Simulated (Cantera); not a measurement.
**Premixed flame**

A freely propagating, adiabatic, planar premixed flame of 10.4 % CH₄, 18.8 % O₂, 70.8 % N₂, equivalence ratio 1.1, unburnt at 600 K and 750 Torr; unity-Lewis-number transport, grid criteria slope 0.08 and curve 0.16, no radiation.

Cantera simulation using GRI-Mech 3.0 (53 species, 325 reactions); the numbers are that mechanism's predictions, not measurements. Unity Lewis numbers drop preferential diffusion, which matters most where H2 and H carry the flame. Burning velocities carry a grid error of a few per cent, more on coarse grids.

| z (mm) | T (K) | u (m/s) | x CH₄ | x O₂ | x HCN | x H₂ | x CO | x C₂H₂ |
|---|---|---|---|---|---|---|---|---|
| -1.18 | 601 | 0.885 | 0.103 | 0.188 | <1e-8 | 1.23e-5 | 1.97e-5 | 8.23e-8 |
| -0.789 | 605 | 0.891 | 0.103 | 0.188 | 2.91e-8 | 0.000119 | 0.000190 | 7.96e-7 |
| -0.592 | 619 | 0.913 | 0.102 | 0.186 | 1.14e-7 | 0.000466 | 0.000749 | 3.13e-6 |
| -0.394 | 703 | 1.04 | 0.0960 | 0.178 | 6.16e-7 | 0.00251 | 0.00403 | 1.69e-5 |
| -0.197 | 1101 | 1.65 | 0.0652 | 0.135 | 3.15e-6 | 0.0128 | 0.0206 | 8.64e-5 |
| -0.0986 | 1499 | 2.28 | 0.0329 | 0.0885 | 5.93e-6 | 0.0236 | 0.0383 | 0.000166 |
| 0 | 1888 | 2.92 | 0.00506 | 0.0395 | 8.81e-6 | 0.0292 | 0.0541 | 0.000189 |
| 0.0986 | 2020 | 3.13 | 0.000145 | 0.0190 | 4.99e-6 | 0.0233 | 0.0513 | 1.80e-5 |
| 0.197 | 2059 | 3.19 | 2.46e-6 | 0.0146 | 1.61e-6 | 0.0222 | 0.0455 | 4.37e-7 |
| 0.394 | 2111 | 3.25 | <1e-8 | 0.0120 | 1.79e-7 | 0.0219 | 0.0410 | <1e-8 |
| 0.789 | 2178 | 3.34 | <1e-8 | 0.00972 | <1e-8 | 0.0202 | 0.0384 | <1e-8 |
| 1.58 | 2249 | 3.43 | <1e-8 | 0.00720 | <1e-8 | 0.0178 | 0.0357 | <1e-8 |
| 3.16 | 2310 | 3.51 | <1e-8 | 0.00489 | <1e-8 | 0.0156 | 0.0330 | <1e-8 |
x: mole fraction of selected species; z is measured from the peak of heat release.

The laminar burning velocity is 88.4 cm/s. The thermal thickness is 0.394 mm and the peak x(HCN) is 8.81e-6. The peak x(H₂) is 0.0295, the peak x(CO) comes out as 0.0550 and the peak x(C₂H₂) is 0.000218.
